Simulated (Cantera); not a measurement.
Charge: 1 mol C3H6, 1.5 mol CO2, 0.91 mol H2, held at 2502 °C and 1.00 bar.

Equilibrium computed with Cantera from the NASA thermochemical tables; the gas is ideal and each condensed phase is pure. Candidate condensed phases: C, C6H6, C7H8, C8H18, H2O; 110 gas species. Rates play no part.

Base state: H2 0.508, CO 0.423, H 0.0534, C2H2 (acetylene) 0.0156, C4H2 0.000199, C2H 0.000198, CH3 4.61e-5, C2H2 (vinylidene) 2.80e-5 (mole fractions); condensed: C(graphite).

Task: What changes in the equilibrium state with this change: temperature from 2502 °C to 1475 °C?

Result: 
```tsv
species	before	after
H2	0.508	0.565
CO	0.423	0.434
CH4	2.61e-5	0.000294
H	0.0534	0.000172
C2H2 (acetylene)	0.0156	6.38e-5
C2H	0.000198	<1e-9
C4H2	0.000199	2.83e-9
C3	2.31e-5	<1e-9
C2H2 (vinylidene)	2.80e-5	1.24e-9
C(graphite), mol	1.27	1.50
```

Task: What changes in the equilibrium state with this change: CO2 from 1.5 to 3.1 mol?

Result: 
```tsv
species	before	after
CO	0.423	0.594
H2	0.508	0.352
H	0.0534	0.0444
C2H2 (acetylene)	0.0156	1.42e-9
C4H2	0.000199	<1e-9
C2H	0.000198	<1e-9
C2H2 (vinylidene)	2.80e-5	<1e-9
C3	2.31e-5	<1e-9
CH4	2.61e-5	4.54e-9
C(graphite), mol	1.27	0
```
